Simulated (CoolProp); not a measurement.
Vapour-liquid equilibrium of dimethyl ether (1) + n-hexane (2) at -7.85 °C; x and y are mole fractions of (1).

Model: multi-fluid Helmholtz-energy mixture model, Wu 2011 and Thol 2019; pair parameters Bell 2016, in CoolProp.

```csv
x,"bubble pressure, mixture model (bar)","bubble pressure, Raoult's law (bar)","y, mixture model","y, Raoult's law"
0.05,0.1899,0.1375,0.802,0.730
0.125,0.4076,0.2851,0.913,0.880
0.2,0.6083,0.4326,0.946,0.928
0.275,0.7886,0.5802,0.961,0.951
0.35,0.9480,0.7278,0.970,0.965
0.425,1.088,0.8754,0.976,0.974
0.5,1.214,1.023,0.980,0.981
0.575,1.328,1.171,0.983,0.986
0.65,1.437,1.318,0.986,0.990
0.725,1.544,1.466,0.989,0.993
0.8,1.656,1.613,0.992,0.995
0.875,1.776,1.761,0.995,0.997
0.95,1.909,1.908,0.998,0.999
```

The largest gap from Raoult's law is +43.0 % in bubble pressure, at x = 0.125. No azeotrope shows between x = 0.05 and 0.95.

Pair parameters are fitted to limited data, so mixtures are less certain than the pure fluids.
